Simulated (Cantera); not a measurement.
What does this Cantera script print?

```python
import numpy as np
import cantera as ct

gas_names = """
    F F2 H HF H2 H2F2 H3F3 H4F4 H5F5 H6F6 H7F7 N NF NF2 NF3 NH NH2 NH3 N2 N2H2 N2H4 Si SiF SiF2 SiF3
    SiF4 SiH SiHF3 SiH2 SiH2F2 SiH3 SiH3F SiH4 SiN Si2 Si2N Si3
""".split()
cond_names = """
    Si(cr) Si(L) Si3N4(a)
""".split()


def load(file, names, dense=False):
    # The tables refer to 1 bar. Condensed volumes are neglected.
    table = {s.name: s for s in ct.Species.list_from_file(file)}
    out = []
    for n in names:
        d = dict(table[n].input_data)
        d["thermo"] = dict(d["thermo"], **{"reference-pressure": 1e5})
        if dense:
            d["equation-of-state"] = {"model": "constant-volume", "density": "1e6 g/cm^3"}
        out.append(ct.Species.from_dict(d))
    return out


gas = ct.Solution(thermo="ideal-gas", species=load("nasa_gas.yaml", gas_names))
cond = {s.name: ct.Solution(thermo="fixed-stoichiometry", species=[s], name=s.name)
        for s in load("nasa_condensed.yaml", cond_names, dense=True)}
atoms = {
    'Si': {'Si': 1},
    'HF': {'H': 1, 'F': 1},
    'N2': {'N': 2},
}
top_T = {'Si3N4(a)': 2400}  # K; cautious upper limits of use, not melting points


def equilibrate(T, P, feed):
    n = {}
    for name, mol in feed.items():
        for a, k in atoms[name].items():
            n[a] = n.get(a, 0.0) + k * mol
    gas.TPX = T, P, n
    mass = sum(n.values()) * gas.mean_molecular_weight
    gas.equilibrate("TP")
    valid = [c for c in cond.values() if c.min_temp <= T <= top_T.get(c.name, c.max_temp)]
    mix = ct.Mixture([(gas, mass / gas.mean_molecular_weight)] + [(c, 0.0) for c in valid])
    mix.T, mix.P = T, P
    mix.equilibrate("TP", solver="vcs", rtol=1e-11, max_steps=5000)
    return mix


results = []
feed = {'Si': 1, 'HF': 1.2, 'N2': 13}  # mol
P = 1000  # Pa
for T in [998, 1048, 1098, 1148, 1198, 1248, 1298, 1348, 1398]:
    mix = equilibrate(T, P, feed)
    results.append((T, P, feed, dict(zip(mix.species_names, mix.species_moles))))

top = {s: max(r[3][s] / sum(r[3][g] for g in gas_names) for r in results) for s in gas_names}
cols = sorted((s for s in top if top[s] > 1e-05), key=lambda s: -top[s])[:8]
seen = [c for c in cond_names if any(r[3].get(c, 0) > 1e-12 for r in results)]
print("log10 of partial pressures in bar; condensed amounts in mol")
print(f"{'T/K':>10s}" + "".join(f"{s[:9]:>10s}" for s in cols + seen))
for T, P, feed, n in results:
    ng = sum(n[g] for g in gas_names)
    print(f"{T:10.4g}" + "".join(f"{np.log10(max(n[s] / ng * P / 1e5, 1e-99)):10.3f}" for s in cols)
          + "".join(f"{n.get(c, 0):10.4g}" for c in seen))
```

Output:

```
log10 of partial pressures in bar; condensed amounts in mol
       T/K        N2        H2      SiF4      SiF3        HF      SiF2     SiHF3  Si3N4(a)
       998    -2.030    -3.351    -3.652    -7.419    -5.807   -10.857    -6.876    0.2335
      1048    -2.030    -3.351    -3.653    -6.955    -5.639   -10.010    -6.705    0.2336
      1098    -2.030    -3.352    -3.654    -6.534    -5.488    -9.241    -6.549    0.2336
      1148    -2.030    -3.352    -3.655    -6.151    -5.350    -8.541    -6.408    0.2337
      1198    -2.030    -3.353    -3.657    -5.801    -5.224    -7.902    -6.280    0.2338
      1248    -2.030    -3.354    -3.661    -5.481    -5.109    -7.315    -6.163    0.2337
      1298    -2.030    -3.355    -3.667    -5.188    -5.004    -6.776    -6.058    0.2336
      1348    -2.030    -3.357    -3.678    -4.921    -4.908    -6.280    -5.965    0.2331
      1398    -2.031    -3.359    -3.695    -4.679    -4.821    -5.824    -5.884    0.2322
```

Equilibrium computed with Cantera from the NASA thermochemical tables; the gas is ideal and each condensed phase is pure. N2 is the only nitrogen source here; it is nearly inert below about 1500 K, so the nitride shown seldom forms there in practice. The tables' values for SiF3, SiF2 are old estimates; treat these amounts as uncertain.
